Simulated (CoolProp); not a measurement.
Vapour pressure (bar) of sulfur dioxide: the reference equation beside estimates from Tc = 430.6 K, pc = 78.87 bar, ω = 0.256. Clausius-Clapeyron is anchored at 237.3 K with a constant enthalpy of vaporisation of 26.37 kJ/mol.

Values from CoolProp's reference Helmholtz-energy equation of state, Gao 2016.

```csv
T (K),reference,Lee-Kesler,Clausius-Clapeyron,Soave-Redlich-Kwong,Peng-Robinson
228.4,0.1618,0.1561,0.1634,0.1594,0.1685
231.4,0.1945,0.1880,0.1956,0.1917,___
234.3,___,0.2238,___,0.2280,0.2391
237.3,0.2750,0.2667,0.2750,0.2713,0.2835
240.2,0.3237,0.3144,0.3232,0.3194,___
243.2,0.3813,0.3710,0.3804,0.3764,0.3906
246.1,0.4447,0.4334,0.4435,0.4392,0.4544
249.1,___,0.5068,0.5180,0.5130,0.5290
252,0.6003,0.5871,0.5998,0.5936,0.6104
255,0.6949,0.6809,0.6955,0.6875,0.7050
257.9,0.7974,0.7826,0.7999,0.7894,0.8074
260.8,0.9118,0.8964,0.9171,0.9032,___
263.8,___,1.028,1.053,___,1.053
```

Fill in the missing entries.


- 231.4, Peng-Robinson: 0.2019
- 234.3, reference: 0.2312
- 234.3, Clausius-Clapeyron: 0.2318
- 240.2, Peng-Robinson: 0.3326
- 249.1, reference: 0.5190
- 260.8, Peng-Robinson: 0.9216
- 263.8, reference: 1.044
- 263.8, Soave-Redlich-Kwong: 1.034

Absolute difference from the reference over all 13 rows, mean and median: Lee-Kesler 2.5 and 2.5 %, Clausius-Clapeyron 0.4 and 0.3 %, Soave-Redlich-Kwong 1.2 and 1.2 %, Peng-Robinson 2.3 and 2.2 %.
